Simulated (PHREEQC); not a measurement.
## Acid rinse or clean

Make-up at 3.6 °C: 0.001 mol/kgw HNO3, 5.3e-05 mol/kgw NaCl and 0.022 mol/kgw KCl. Closed to the air; pH follows from the charge balance.

Computed with PHREEQC (ion-association model, phreeqc.dat).

| Item | Value |
|---|---|
| pH | 3.05 |
| ionic strength | 0.0231 mol/kgw |
| specific conductance | 1890 µS/cm |
| total alkalinity | -1.00 meq/kg |

```json
[
 {"species": "Cl-", "molality": "0.0221", "activity": "0.0191", "log γ": "-0.063"},
 {"species": "K+", "molality": "0.0220", "activity": "0.0190", "log γ": "-0.064"},
 {"species": "H+", "molality": "0.00100", "activity": "0.000888", "log γ": "-0.052"},
 {"species": "NO3-", "molality": "0.00100", "activity": "0.000861", "log γ": "-0.065"},
 {"species": "Na+", "molality": "5.30e-5", "activity": "4.61e-5", "log γ": "-0.060"}
]
```

No solid was allowed to form. Away from 25 °C the constants follow the database's enthalpies or fits; those with neither stay at their 25 °C values.
